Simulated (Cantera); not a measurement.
Standard-state values (1 bar) from the NASA 1993 polynomials, evaluated with Cantera. Values are per mole of reaction as written; species without (g) are pure solids or liquids, kept so even where they would boil at 1 bar.

2 N2O(g) → 2 NO(g) + N2(g)

```csv
T (K),ΔH° (kJ),ΔS° (J/K),ΔG° (kJ),log10 K
300,(withheld),(withheld),(withheld),(withheld)
1150,(withheld),(withheld),(withheld),(withheld)
1350,13.1,168.1,-213.8,8.27
1550,10.8,166.5,-247.3,8.33
1750,(withheld),(withheld),(withheld),(withheld)
1950,5.8,163.6,-313.3,8.39
2150,3.2,162.4,-345.9,8.40
2350,(withheld),(withheld),(withheld),(withheld)
```

### Question
Complete the blanks.

### Answer

- 300, ΔH° (kJ): 19.4
- 300, ΔS° (J/K): 173.2
- 300, ΔG° (kJ): -32.6
- 300, log10 K: 5.67
- 1150, ΔH° (kJ): 15.3
- 1150, ΔS° (J/K): 169.9
- 1150, ΔG° (kJ): -180.0
- 1150, log10 K: 8.18
- 1750, ΔH° (kJ): 8.4
- 1750, ΔS° (J/K): 165.0
- 1750, ΔG° (kJ): -280.4
- 1750, log10 K: 8.37
- 2350, ΔH° (kJ): 0.5
- 2350, ΔS° (J/K): 161.2
- 2350, ΔG° (kJ): -378.2
- 2350, log10 K: 8.41
